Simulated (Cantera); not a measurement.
What does this Cantera script print?

```python
import numpy as np
import cantera as ct

gas_names = """
    H HO2 H2 H2O H2O2 O OH O2 O3 Si SiH SiH2 SiH3 SiH4 SiO SiO2 Si2 Si3
""".split()
cond_names = """
    H2O(s) H2O(L) Si(cr) Si(L) SiO2(Lqz) SiO2(hqz) SiO2(L)
""".split()


def load(file, names, dense=False):
    # The tables refer to 1 bar. Condensed volumes are neglected.
    table = {s.name: s for s in ct.Species.list_from_file(file)}
    out = []
    for n in names:
        d = dict(table[n].input_data)
        d["thermo"] = dict(d["thermo"], **{"reference-pressure": 1e5})
        if dense:
            d["equation-of-state"] = {"model": "constant-volume", "density": "1e6 g/cm^3"}
        out.append(ct.Species.from_dict(d))
    return out


gas = ct.Solution(thermo="ideal-gas", species=load("nasa_gas.yaml", gas_names))
cond = {s.name: ct.Solution(thermo="fixed-stoichiometry", species=[s], name=s.name)
        for s in load("nasa_condensed.yaml", cond_names, dense=True)}
atoms = {
    'Si': {'Si': 1},
    'H2O': {'H': 2, 'O': 1},
    'H2': {'H': 2},
}
top_T = {}  # K; cautious upper limits of use, not melting points


def equilibrate(T, P, feed):
    n = {}
    for name, mol in feed.items():
        for a, k in atoms[name].items():
            n[a] = n.get(a, 0.0) + k * mol
    gas.TPX = T, P, n
    mass = sum(n.values()) * gas.mean_molecular_weight
    gas.equilibrate("TP")
    valid = [c for c in cond.values() if c.min_temp <= T <= top_T.get(c.name, c.max_temp)]
    mix = ct.Mixture([(gas, mass / gas.mean_molecular_weight)] + [(c, 0.0) for c in valid])
    mix.T, mix.P = T, P
    mix.equilibrate("TP", solver="vcs", rtol=1e-11, max_steps=5000)
    return mix


results = []
P = 1000  # Pa
for T in [1923, 1948, 1973, 1998, 2023, 2048, 2073, 2098, 2123, 2148, 2173]:
    for m in [110, 180, 260, 330, 410, 480, 560, 630, 710]:
        feed = {'Si': 1, 'H2O': 0.026, 'H2': m}  # mol
        mix = equilibrate(T, P, feed)
        results.append((T, P, feed, dict(zip(mix.species_names, mix.species_moles))))

for T, P, feed, n in results:
    print(f"{T:7g} {feed['H2']:10.4g}  " + (" + ".join(c for c in cond_names if n.get(c, 0) > 1e-12) or "gas only"))
```

Result:

```
   1923        110  Si(L)
   1923        180  Si(L)
   1923        260  Si(L)
   1923        330  Si(L)
   1923        410  Si(L)
   1923        480  Si(L)
   1923        560  gas only
   1923        630  gas only
   1923        710  gas only
   1948        110  Si(L)
   1948        180  Si(L)
   1948        260  Si(L)
   1948        330  Si(L)
   1948        410  gas only
   1948        480  gas only
   1948        560  gas only
   1948        630  gas only
   1948        710  gas only
   1973        110  Si(L)
   1973        180  Si(L)
   1973        260  Si(L)
   1973        330  gas only
   1973        410  gas only
   1973        480  gas only
   1973        560  gas only
   1973        630  gas only
   1973        710  gas only
   1998        110  Si(L)
   1998        180  Si(L)
   1998        260  gas only
   1998        330  gas only
   1998        410  gas only
   1998        480  gas only
   1998        560  gas only
   1998        630  gas only
   1998        710  gas only
   2023        110  Si(L)
   2023        180  gas only
   2023        260  gas only
   2023        330  gas only
   2023        410  gas only
   2023        480  gas only
   2023        560  gas only
   2023        630  gas only
   2023        710  gas only
   2048        110  Si(L)
   2048        180  gas only
   2048        260  gas only
   2048        330  gas only
   2048        410  gas only
   2048        480  gas only
   2048        560  gas only
   2048        630  gas only
   2048        710  gas only
   2073        110  gas only
   2073        180  gas only
   2073        260  gas only
   2073        330  gas only
   2073        410  gas only
   2073        480  gas only
   2073        560  gas only
   2073        630  gas only
   2073        710  gas only
   2098        110  gas only
   2098        180  gas only
   2098        260  gas only
   2098        330  gas only
   2098        410  gas only
   2098        480  gas only
   2098        560  gas only
   2098        630  gas only
   2098        710  gas only
   2123        110  gas only
   2123        180  gas only
   2123        260  gas only
   2123        330  gas only
   2123        410  gas only
   2123        480  gas only
   2123        560  gas only
   2123        630  gas only
   2123        710  gas only
   2148        110  gas only
   2148        180  gas only
   2148        260  gas only
   2148        330  gas only
   2148        410  gas only
   2148        480  gas only
   2148        560  gas only
   2148        630  gas only
   2148        710  gas only
   2173        110  gas only
   2173        180  gas only
   2173        260  gas only
   2173        330  gas only
   2173        410  gas only
   2173        480  gas only
   2173        560  gas only
   2173        630  gas only
   2173        710  gas only
```

Cantera equilibrium calculation (NASA polynomials, part measured and part estimated; ideal gas, pure solids and liquids).
